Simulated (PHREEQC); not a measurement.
Dissolve 0.0014 mol MgCl2, 0.00026 mol CO2 and 7.4e-05 mol H4SiO4 per kg of water at 71 °C. Closed to the air; pH follows from the charge balance.

Computed with PHREEQC (Pitzer model, pitzer.dat).

```tsv
quantity	before	after
pH	4.95	5.47
ionic strength (mol/kgw)	0.00421	0.00420
CO2 (mol/kgw)	0.000248	2.24e-5
HCO3- (mol/kgw)	1.20e-5	3.58e-6
H3SiO4- (mol/kgw)	3.57e-9	1.17e-8
SI of SiO2(a) (SiO2)	-1.80	-1.80
```

Name the change that produced these shifts.
A) 0.00027 mol/kgw HBr added
B) MgCl2 left out
C) CO2 from 0.00026 to 2.6e-05 mol/kgw
D) MgCl2 from 0.0014 to 0.0028 mol/kgw
E) temperature from 71 to 40 °C

C, CO2 from 0.00026 to 2.6e-05 mol/kgw

No solid was allowed to form. Away from 25 °C the constants follow the database's enthalpies or fits; those with neither stay at their 25 °C values.
